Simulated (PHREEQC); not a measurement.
Solution (23 °C): 0.16 mol CdCl2 and 0.142 mol H2SO4 per kg of water. Closed to the air; pH follows from the charge balance.

Computed with PHREEQC (ion-association model, wateq4f.dat).

Precipitation was switched off in this run.

Q: Order these Cl species by the share of Cl that they hold, largest first: CdCl+, Cl-, CdCl2, CdCl3-.

A: Cl- (51 %), CdCl+ (29 %), CdCl2 (18 %), CdCl3- (2.6 %)

Q: Order these Cd species by the share of Cd that they hold, largest first: CdSO4, CdCl+, CdCl2, Cd+2, CdCl3-.

A: CdCl+ (59 %), CdCl2 (18 %), Cd+2 (15 %), CdSO4 (6.0 %), CdCl3- (1.7 %)

The pH is 0.86 and the ionic strength 0.370 mol/kgw.
